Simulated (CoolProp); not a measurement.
Vapour-liquid equilibrium of ethylene (1) + 1-butene (2) at -70.15 °C; x and y are mole fractions of (1).

Values from CoolProp's multi-fluid Helmholtz-energy mixture model, Smukala 2000 and Lemmon 2005; pair parameters Bell 2016.

| x | bubble pressure, mixture model (kPa) | bubble pressure, Raoult's law (kPa) | y, mixture model | y, Raoult's law |
|---|---|---|---|---|
| 0.05 | ___ | 28.84 | 0.891 | 0.891 |
| 0.2 | ___ | 105.5 | 0.973 | 0.975 |
| 0.35 | 181.9 | 182.1 | 0.987 | 0.988 |
| 0.5 | ___ | 258.7 | 0.992 | 0.994 |
| 0.65 | ___ | 335.3 | ___ | 0.997 |
| 0.8 | ___ | 411.9 | 0.998 | 0.998 |
| 0.95 | ___ | 488.6 | 0.999 | 1.000 |

Task: Some entries are withheld; supply them.

Result: 
- 0.05, bubble pressure, mixture model (kPa): 29.22
- 0.2, bubble pressure, mixture model (kPa): 105.9
- 0.5, bubble pressure, mixture model (kPa): 257.4
- 0.65, bubble pressure, mixture model (kPa): 332.5
- 0.65, y, mixture model: 0.995
- 0.8, bubble pressure, mixture model (kPa): 407.7
- 0.95, bubble pressure, mixture model (kPa): 486.0

The largest gap from Raoult's law is +1.3 % in bubble pressure, at x = 0.05. No azeotrope shows between x = 0.05 and 0.95.

The pair parameters rest on a limited set of measurements; away from them the model extrapolates. The gap from Raoult's law changes sign with composition, which may be real or a fault of the pair parameters; it wasn't checked against measurements.
